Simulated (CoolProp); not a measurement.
Vapour-liquid equilibrium of dimethyl ether (1) + n-perfluorobutane (2) at 11.2 bar; x and y are mole fractions of (1).

Model: multi-fluid Helmholtz-energy mixture model, Wu 2011 and Gao 2022; pair parameters Bell 2016, in CoolProp.

```tsv
x	bubble temperature (°C)	y at the bubble point	dew temperature at overall composition x (°C)	liquid density (mol/L)
0.05	72.0	0.141	76.3	5.472
0.125	62.9	0.324	72.8	5.896
0.2	55.6	0.460	69.2	…
0.275	50.4	0.551	65.5	6.701
0.35	47.0	0.610	61.6	7.095
0.425	44.8	0.649	57.6	…
0.5	43.6	0.676	…	7.962
0.575	42.9	0.696	49.0	8.479
0.65	42.5	0.713	44.8	9.084
0.725	42.3	0.732	42.3	9.796
0.8	…	0.758	43.2	10.63
0.875	43.3	0.803	45.2	11.60
0.95	45.7	0.892	47.5	…
```

### Question
Complete the blanks.

### Answer

- 0.2, liquid density (mol/L): 6.305
- 0.425, liquid density (mol/L): 7.508
- 0.5, dew temperature at overall composition x (°C): 53.4
- 0.8, bubble temperature (°C): 42.4
- 0.95, liquid density (mol/L): 12.69

y crosses x between x = 0.725 and 0.8: the model has an azeotrope there.

The pair parameters rest on a limited set of measurements; away from them the model extrapolates. With so large a gap from Raoult's law the liquid may split in two, which this calculation doesn't test in full.
